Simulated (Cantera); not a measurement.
A closed system holds: 1 mol Fe, 4.5 mol NH₃, 1 mol H₂, equilibrated at 69.0 Pa.

These are equilibrium values from Cantera (NASA tables, ideal gas, pure condensed phases), not measurements of a reactor. Candidate condensed phases: Fe; 10 gas species. The numbers say what is thermodynamically allowed, not how fast it happens.

x: gas mole fraction; n: condensed amount in mol.

| T (K) | x H₂ | x N₂ | x Fe | x H | x NH₃ | n Fe(α) | n Fe(γ) | n Fe(δ) |
|---|---|---|---|---|---|---|---|---|
| 698 | 0.775 | 0.225 | <1e-12 | <1e-12 | 2.15e-6 | 1.00 | 0 | 0 |
| 798 | 0.775 | 0.225 | <1e-12 | (withheld) | (withheld) | 1.00 | 0 | 0 |
| 898 | 0.775 | 0.225 | <1e-12 | 3.67e-9 | 2.75e-7 | 1.00 | 0 | 0 |
| 998 | 0.775 | 0.225 | 1.95e-11 | 7.21e-8 | 1.32e-7 | 1.00 | 0 | 0 |
| 1098 | 0.775 | 0.225 | 1.69e-9 | 8.29e-7 | 7.17e-8 | 1.00 | 0 | 0 |
| 1198 | 0.775 | 0.225 | 6.72e-8 | 6.37e-6 | 4.31e-8 | 0 | 1.000 | 0 |
| 1298 | 0.775 | 0.225 | 1.49e-6 | 3.59e-5 | 2.79e-8 | 0 | 1.000 | 0 |
| 1398 | 0.775 | 0.225 | 2.11e-5 | 0.000159 | 1.92e-8 | 0 | 1.000 | 0 |
| 1498 | 0.774 | 0.225 | 0.000208 | 0.000576 | 1.39e-8 | 0 | 0.998 | 0 |
| 1598 | 0.772 | 0.224 | 0.00153 | 0.00178 | 1.04e-8 | 0 | 0.985 | 0 |
| 1698 | 0.764 | 0.222 | (withheld) | (withheld) | (withheld) | 0 | 0 | (withheld) |
| 1798 | 0.733 | 0.214 | 0.0415 | 0.0115 | 5.87e-9 | 0 | 0 | 0.565 |

**Question.** What belongs in the gaps?

**Answer.** 
- 798, x H: 8.93e-11
- 798, x NH₃: 6.81e-7
- 1698, x Fe: 0.00883
- 1698, x H: 0.00481
- 1698, x NH₃: 7.95e-9
- 1698, n Fe(δ): 0.911
